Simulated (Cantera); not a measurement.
A perfectly stirred reactor is fed with 6.84 % C₃H₈, 22.8 % O₂, 70.4 % N₂, equivalence ratio 1.5, at 4.93 atm; it is adiabatic with a 525 K inlet, and is followed from long to short residence time, starting on the burning branch (τ in s: 0.11, 0.041, 0.015, 0.0057, 0.0021, 0.00078, 0.00029, 0.00011, 4e-05).

Computed with Cantera and GRI-Mech 3.0 (53 species, 325 reactions). GRI-Mech 3.0 was tuned for natural gas; its chemistry of propane as a main component is partial and can be far from experiment.

One state of this run: T (K) = 2285; x C₃H₈ = 2.69e-6; x O₂ = 0.000414; x CO = 0.121; x NO = 0.000328; x C₂H = 6.36e-7; x H₂O = 0.160; x CH₂CO = 5.89e-6. x: mole fraction; the columns are a selection and need not sum to one.

**Question.** Which value of τ (s) does it belong to?
A. 0.041
B. 4.0e-5
C. 0.0021
D. 0.11

**Answer.** C, 0.0021
